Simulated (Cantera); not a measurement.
Input: 1 mol B₂H₆, 2.6 mol O₂, 1.6 mol N₂, 41 mol H₂, equilibrated at 850 K and 23000 Pa.

Equilibrium computed with Cantera from the NASA thermochemical tables; the gas is ideal and each condensed phase is pure. Candidate condensed phases: B, BN, B₂O₃, B₃O₃H₃, H₂O; 39 gas species. The feed counts by its element totals alone. Gases not in the tables: H₃BO₃. The numbers say what is thermodynamically allowed, not how fast it happens.

Base state: H₂ 0.917, H₂O 0.0478, N₂ 0.0351, (HBO₂)₃ 0.000331, NH₃ 7.02e-5 (mole fractions); condensed: B₂O₃(l).

Problem. What changes in the equilibrium state with this change: 0.32 mol Cl₂ added?

Solution. 
```tsv
species	before	after
H₂	0.917	0.903
H₂O	0.0478	0.0474
N₂	0.0351	0.0348
HCl	0	0.0139
(HBO₂)₃	0.000331	0.000327
NH₃	7.02e-5	6.84e-5
B₂O₃(l), mol	0.977	0.977
```
Further candidate phases: NH₄Cl.
